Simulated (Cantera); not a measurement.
# Gas-phase reforming

An isothermal, constant-pressure homogeneous reactor starts with 23.3 % CH4, 74.6 % H2O, 2.03 % H2, at 2175 K and 4.93 atm.

Model: GRI-Mech 3.0 (53 species, 325 reactions), integrated in Cantera.

```csv
t (s),x CH4,x H2O,x H2,x HCO,x C2H2,x O
5.00e-6,0.133,0.690,0.125,3.33e-6,0.0202,8.57e-7
2.13e-5,0.0570,0.616,0.245,1.17e-6,0.0580,4.78e-7
9.10e-5,0.0211,0.543,0.330,4.86e-7,0.0591,4.04e-7
0.000388,0.0120,0.439,0.417,3.25e-7,0.0307,3.51e-7
0.00166,0.00377,0.349,0.492,2.88e-7,0.00375,3.05e-7
0.00707,4.03e-6,0.332,0.508,2.72e-7,1.99e-7,2.97e-7
0.0302,2.06e-8,0.332,0.508,2.72e-7,4.33e-12,2.97e-7
0.129,2.06e-8,0.332,0.508,2.72e-7,4.33e-12,2.97e-7
0.549,2.06e-8,0.332,0.508,2.72e-7,4.33e-12,2.97e-7
2.34,2.06e-8,0.332,0.508,2.72e-7,4.33e-12,2.97e-7
10.0,2.06e-8,0.332,0.508,2.72e-7,4.33e-12,2.97e-7
```
x: mole fraction; the columns are a selection and need not sum to one.

Equilibrium at this temperature and pressure: CH4 2.35e-8, H2O 0.332, H2 0.508, HCO 2.72e-7, C2H2 4.95e-12, O 2.97e-7 (gas phase only).
